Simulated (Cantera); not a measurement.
# Thermodynamics of boron, boron nitride and boron oxide, feed B2H6 + H2O + N2

Charge: 1 mol B2H6, 0.5 mol H2O, a varied amount of N2, equilibrated at 1.00 bar.

Method: chemical equilibrium by Gibbs-energy minimisation in Cantera with the NASA 1993 tables (ideal gas, pure condensed phases). Candidate condensed phases: B, BN, B2O3, B3O3H3, H2O; 39 gas species. The feed counts by its element totals alone. N2 is the only nitrogen source here; it is nearly inert below about 1500 K, so the nitride shown seldom forms there in practice. Mutual solubility and eutectic melting of coexisting phases are not modelled. Gases not in the tables: H3BO3. Rates play no part.

Question: Map the stable condensed phases over T = 1098, 1198, 1298, 1398, 1498, 1598, 1698, 1798, 1898, 1998, 2098, 2198, 2298, 2398 K and n(N2) in mol = 9.7, 13, 18, 25, 34, 46, 62, 85, 120.

Answer: 
```
T in K \ n(N2) in mol
         9.7  13  18  25  34  46  62  85 120
   2398    A   A   A   A   A   A   A   A   A
   2298    A   A   A   A   A   A   A   A   A
   2198    A   A   A   A   A   A   A   A   A
   2098    A   A   A   A   A   A   A   A   A
   1998    A   A   A   A   A   A   A   A   A
   1898    A   A   A   A   A   A   A   A   A
   1798    B   B   A   A   A   A   A   A   A
   1698    B   B   B   B   B   B   B   A   A
   1598    B   B   B   B   B   B   B   B   B
   1498    B   B   B   B   B   B   B   B   B
   1398    B   B   B   B   B   B   B   B   B
   1298    B   B   B   B   B   B   B   B   B
   1198    B   B   B   B   B   B   B   B   B
   1098    B   B   B   B   B   B   B   B   B
```
A: BN; B: BN + B2O3.
